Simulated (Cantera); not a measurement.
A perfectly stirred reactor is fed with CH₄ : O₂ : N₂ : CO₂ = 1 : 1.67 : 6.27 : 1.4 (molar parts), at 1.00 bar; it is adiabatic with a 400 K inlet, and is followed from long to short residence time, starting on the burning branch (τ in s: 0.098, 0.04, 0.016, 0.0067, 0.0027, 0.0011, 0.00046, 0.00019, 7.7e-05, 3.1e-05).

Model: GRI-Mech 3.0 (53 species, 325 reactions), integrated in Cantera.

Task: What does this change do: pressure from 1.00 bar to 0.480 bar?

Result: 
| quantity | before | after |
|---|---|---|
| blow-out, bracketed by the residence times tried | burning at 1.10 ms, out at 0.460 ms | burning at 1.10 ms, out at 0.460 ms |
| x(CH₄) at τ = 98.0 ms | 1.95e-5 | 1.66e-5 |
| x(O₂) at τ = 98.0 ms | 0.000466 | 0.00113 |
| x(CO₂) at τ = 98.0 ms | 0.174 | 0.173 |
| x(NO) at τ = 98.0 ms | 0.000124 | 0.000139 |
| x(CH₃) at τ = 98.0 ms | 8.81e-6 | 7.89e-6 |
| x(CH₄) at τ = 1.10 ms | 0.000349 | 0.000505 |
| x(O₂) at τ = 1.10 ms | 0.00660 | 0.00997 |
| x(CO₂) at τ = 1.10 ms | 0.165 | 0.160 |
| x(NO) at τ = 1.10 ms | 6.86e-5 | 4.07e-5 |
| x(CH₃) at τ = 1.10 ms | 0.000116 | 0.000148 |

Task: What does this change do: pressure from 1.00 bar to 5.00 bar?

Result: 
```tsv
quantity	before	after
blow-out, bracketed by the residence times tried	burning at 1.10 ms, out at 0.460 ms	burning at 1.10 ms, out at 0.460 ms
x(CH₄) at τ = 98.0 ms	1.95e-5	0.000113
x(O₂) at τ = 98.0 ms	0.000466	0.000229
x(CO₂) at τ = 98.0 ms	0.174	0.175
x(NO) at τ = 98.0 ms	0.000124	3.48e-5
x(CH₃) at τ = 98.0 ms	8.81e-6	1.63e-5
x(CH₄) at τ = 1.10 ms	0.000349	0.00177
x(O₂) at τ = 1.10 ms	0.00660	0.00789
x(CO₂) at τ = 1.10 ms	0.165	0.167
x(NO) at τ = 1.10 ms	6.86e-5	1.34e-5
x(CH₃) at τ = 1.10 ms	0.000116	0.000323
```
